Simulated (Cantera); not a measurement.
Standard-state values (1 bar) from the NASA 1993 polynomials, evaluated with Cantera. Values are per mole of reaction as written; species without (g) are pure solids or liquids, kept so even where they would boil at 1 bar.

**Question.** Between 1348 and 1748 K, where is each reaction favourable under standard conditions?
- C₃H₈(g) + 5 CS₂(g) + 10 Pb(g) → 4 C₂H₂(g) + 10 PbS

**Answer.** 
- C₃H₈(g) + 5 CS₂(g) + 10 Pb(g) → 4 C₂H₂(g) + 10 PbS: ΔG° is -635 kJ at 1348 K and -191 kJ at 1748 K; it stays negative (K > 1). ΔH° is -2058 kJ and ΔS° -1068 J/K at 1748 K.
